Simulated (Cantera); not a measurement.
Formation from one mole of O2

Standard-state values (1 bar) from the NASA 1993 polynomials, evaluated with Cantera. Values are per mole of reaction as written; species without (g) are pure solids or liquids, kept so even where they would boil at 1 bar.

C + O2(g) → CO2(g)

```json
[
 {"T (K)": "1173", "ΔH° (kJ)": "-395.0", "ΔS° (J/K)": "0.9", "ΔG° (kJ)": "-396.0", "log10 K": "17.64"},
 {"T (K)": "1198", "ΔH° (kJ)": "-395.0", "ΔS° (J/K)": "0.9", "ΔG° (kJ)": "-396.1", "log10 K": "17.27"},
 {"T (K)": "1223", "ΔH° (kJ)": "-395.1", "ΔS° (J/K)": "0.8", "ΔG° (kJ)": "-396.1", "log10 K": "16.92"},
 {"T (K)": "1248", "ΔH° (kJ)": "-395.1", "ΔS° (J/K)": "0.8", "ΔG° (kJ)": "-396.1", "log10 K": "16.58"},
 {"T (K)": "1273", "ΔH° (kJ)": "-395.2", "ΔS° (J/K)": "0.7", "ΔG° (kJ)": "-396.1", "log10 K": "16.25"},
 {"T (K)": "1298", "ΔH° (kJ)": "-395.2", "ΔS° (J/K)": "0.7", "ΔG° (kJ)": "-396.1", "log10 K": "15.94"}
]
```

Ta + O2(g) → TaO2(g)

| T (K) | ΔH° (kJ) | ΔS° (J/K) | ΔG° (kJ) | log10 K |
|---|---|---|---|---|
| 1173 | -207.2 | 23.3 | -234.6 | 10.45 |
| 1198 | -207.4 | 23.2 | -235.1 | 10.25 |
| 1223 | -207.6 | 23.0 | -235.7 | 10.07 |
| 1248 | -207.8 | 22.9 | -236.3 | 9.89 |
| 1273 | -208.0 | 22.7 | -236.9 | 9.72 |
| 1298 | -208.2 | 22.5 | -237.4 | 9.55 |

Nb + O2(g) → NbO2

| T (K) | ΔH° (kJ) | ΔS° (J/K) | ΔG° (kJ) | log10 K |
|---|---|---|---|---|
| 1173 | -776.5 | -164.2 | -583.9 | 26.00 |
| 1198 | -775.8 | -163.5 | -579.8 | 25.28 |
| 1223 | -775.3 | -163.1 | -575.8 | 24.59 |
| 1248 | -774.8 | -162.8 | -571.7 | 23.93 |
| 1273 | -774.4 | -162.4 | -567.6 | 23.29 |
| 1298 | -773.9 | -162.1 | -563.6 | 22.68 |

Nb + O2(g) → NbO2(g)

| T (K) | ΔH° (kJ) | ΔS° (J/K) | ΔG° (kJ) | log10 K |
|---|---|---|---|---|
| 1173 | -206.2 | 21.4 | -231.2 | 10.30 |
| 1198 | -206.4 | 21.2 | -231.8 | 10.10 |
| 1223 | -206.6 | 21.0 | -232.3 | 9.92 |
| 1248 | -206.8 | 20.9 | -232.8 | 9.74 |
| 1273 | -207.0 | 20.7 | -233.3 | 9.57 |
| 1298 | -207.2 | 20.5 | -233.8 | 9.41 |
